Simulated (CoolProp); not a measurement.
Vapour-liquid equilibrium of benzene (1) + m-xylene (2) at 0.0997 MPa; x and y are mole fractions of (1).

Values from CoolProp's multi-fluid Helmholtz-energy mixture model, Thol 2012 and Zhou 2012; pair parameters Bell 2016.

```csv
x,"bubble temperature, mixture model (K)","bubble temperature, Raoult's law (K)","y, mixture model","y, Raoult's law"
0.05,405.4,405.4,0.192,0.200
0.15,395.0,394.9,0.457,0.470
0.25,386.7,386.4,0.624,0.638
0.35,379.8,379.5,0.736,0.749
0.45,374.0,373.7,0.814,0.825
0.55,369.0,368.7,0.871,0.879
0.65,364.6,364.4,0.913,0.919
0.75,360.7,360.5,0.946,0.950
0.85,357.3,357.1,0.971,0.974
0.95,354.1,354.1,0.992,0.992
```

The largest gap from Raoult's law is +0.3 K in bubble temperature, at x = 0.45. No azeotrope shows between x = 0.05 and 0.95.

The pair parameters rest on a limited set of measurements; away from them the model extrapolates.
